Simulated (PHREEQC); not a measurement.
**Brine: speciation**

Solution (25 °C): 3.9 mol NaCl, 0.035 mol MgSO4 and 0.15 mol LiCl per kg of water. Closed to the air; pH follows from the charge balance.

Computed with PHREEQC (Pitzer model, pitzer.dat).

Each row changes one thing in this solution. Precipitation was switched off in this run.

| case | HSO4- (mol/kgw) | SI of Halite (NaCl) | SI of Mirabilite (Na2SO4:10H2O) |
|---|---|---|---|
| as made | 4.83e-8 | -0.58 | -1.58 |
| diluted 5-fold with water | 1.11e-8 | -2.14 | -2.65 |
| LiCl from 0.15 to 0.135 mol/kgw | 4.80e-8 | -0.58 | -1.58 |
| LiCl left out | 4.46e-8 | ___ | ___ |
| MgSO4 replaced by Li2SO4 at the same molality | ___ | -0.57 | -1.58 |
| diluted 100-fold with water | 1.79e-9 | -4.54 | -5.56 |

Question: Some entries are withheld; supply them.

Answer: 
- LiCl left out, SI of Halite (NaCl): -0.62
- LiCl left out, SI of Mirabilite (Na2SO4:10H2O): -1.56
- MgSO4 replaced by Li2SO4 at the same molality, HSO4- (mol/kgw): 2.47e-8

Complexes and solids missing from the database can't appear.
